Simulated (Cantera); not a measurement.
A freely propagating, adiabatic, planar premixed flame of 7.93 % CH4, 19.3 % O2, 72.7 % N2, unburnt at 500 K and 2.30 bar; mixture-averaged transport, grid criteria slope 0.08 and curve 0.16, no radiation.

Detailed kinetics in Cantera: GRI-Mech 3.0 (53 species, 325 reactions). Burning velocities carry a grid error of a few per cent, more on coarse grids.

Task: Predict: laminar burning velocity; thermal thickness; peak x(CH2O); peak x(CH3); peak x(C2H).

Result: 
```json
{
 "laminar_burning_velocity": "55.3 cm/s",
 "thermal_thickness": "0.218 mm",
 "peak x(CH2O)": "0.00114",
 "peak x(CH3)": "0.00133",
 "peak x(C2H)": "6.37e-8"
}
```
